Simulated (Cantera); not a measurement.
A closed system holds: 1 mol B₂O₃, 0.72 mol F₂, a varied amount of O₂, held at 927 °C and 35.3 Torr.

Cantera equilibrium calculation (NASA polynomials, part measured and part estimated; ideal gas, pure solids and liquids). Candidate condensed phases: B, B₂O₃; 21 gas species. The numbers say what is thermodynamically allowed, not how fast it happens.

x: gas mole fraction; n: condensed amount in mol.

```json
[
 {"n(O₂) (mol)": "0.37", "x O₂": "0.599", "x BF₃": "0.345", "x B₃O₃F₃": "0.0450", "x BOF": "0.0110", "x BOF₂": "6.46e-5", "n B₂O₃(l)": "0.701"},
 {"n(O₂) (mol)": "0.57", "x O₂": "0.655", "x BF₃": "0.296", "x B₃O₃F₃": "0.0386", "x BOF": "0.0105", "x BOF₂": "5.96e-5", "n B₂O₃(l)": "0.700"},
 {"n(O₂) (mol)": "0.87", "x O₂": "0.715", "x BF₃": "[?]", "x B₃O₃F₃": "[?]", "x BOF": "0.00984", "x BOF₂": "[?]", "n B₂O₃(l)": "0.700"},
 {"n(O₂) (mol)": "1.3", "x O₂": "0.771", "x BF₃": "0.194", "x B₃O₃F₃": "0.0254", "x BOF": "0.00912", "x BOF₂": "4.69e-5", "n B₂O₃(l)": "0.699"},
 {"n(O₂) (mol)": "2", "x O₂": "0.826", "x BF₃": "0.146", "x B₃O₃F₃": "0.0191", "x BOF": "0.00830", "x BOF₂": "3.95e-5", "n B₂O₃(l)": "0.698"},
 {"n(O₂) (mol)": "3.1", "x O₂": "0.874", "x BF₃": "0.105", "x B₃O₃F₃": "0.0137", "x BOF": "0.00743", "x BOF₂": "3.21e-5", "n B₂O₃(l)": "0.696"},
 {"n(O₂) (mol)": "4.7", "x O₂": "0.909", "x BF₃": "0.0743", "x B₃O₃F₃": "0.00970", "x BOF": "0.00662", "x BOF₂": "2.58e-5", "n B₂O₃(l)": "0.694"},
 {"n(O₂) (mol)": "7.2", "x O₂": "0.937", "x BF₃": "[?]", "x B₃O₃F₃": "[?]", "x BOF": "[?]", "x BOF₂": "[?]", "n B₂O₃(l)": "0.691"},
 {"n(O₂) (mol)": "11", "x O₂": "0.956", "x BF₃": "0.0342", "x B₃O₃F₃": "0.00447", "x BOF": "0.00511", "x BOF₂": "1.56e-5", "n B₂O₃(l)": "0.687"},
 {"n(O₂) (mol)": "17", "x O₂": "0.970", "x BF₃": "0.0224", "x B₃O₃F₃": "0.00293", "x BOF": "0.00444", "x BOF₂": "1.18e-5", "n B₂O₃(l)": "0.681"}
]
```

**Question.** What belongs in the gaps?

**Answer.** 
- 0.87, x BF₃: 0.244
- 0.87, x B₃O₃F₃: 0.0318
- 0.87, x BOF₂: 5.35e-5
- 7.2, x BF₃: 0.0509
- 7.2, x B₃O₃F₃: 0.00664
- 7.2, x BOF: 0.00583
- 7.2, x BOF₂: 2.02e-5
